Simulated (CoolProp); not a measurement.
Vapour pressure (bar) of CH2F2 (R32): the reference equation beside estimates from Tc = 78.1 °C, pc = 57.83 bar, ω = 0.277.

Values from CoolProp's reference Helmholtz-energy equation of state, Tillner-Roth 1997.

```csv
T (°C),reference,Lee-Kesler,van der Waals,Redlich-Kwong,Soave-Redlich-Kwong,Peng-Robinson
-114.85,0.008642,0.007043,0.7680,0.02734,0.007299,0.008268
-105.85,0.02203,0.01857,1.148,0.06487,0.01918,0.02117
-96.75,0.05078,0.04416,1.655,0.1388,0.04541,0.04904
-87.75,0.1057,0.09453,2.298,0.2683,0.09671,0.1026
-78.65,0.2048,0.1879,3.110,0.4836,0.1912,0.1998
-69.65,0.3686,0.3456,4.092,0.8118,0.3500,0.3612
-60.55,0.6299,0.6021,5.282,1.297,0.6070,0.6199
-51.55,1.018,0.9893,6.671,1.968,0.9935,1.006
-42.45,1.585,1.560,8.307,2.883,1.563,1.572
-33.45,2.366,2.353,10.17,4.064,2.353,2.353
-24.35,3.432,3.441,12.31,5.582,3.438,3.423
-15.35,4.819,4.858,14.70,7.447,4.857,4.818
-6.35,6.600,6.676,17.36,9.717,6.684,6.614
2.75,8.872,8.989,20.36,12.47,9.019,8.909
```

Absolute difference from the reference over all 14 rows, mean and median: Lee-Kesler 6.1 and 3.6 %, van der Waals 1740.3 and 646.9 %, Redlich-Kwong 110.9 and 99.6 %, Soave-Redlich-Kwong 5.1 and 3.0 %, Peng-Robinson 1.7 and 1.4 %.
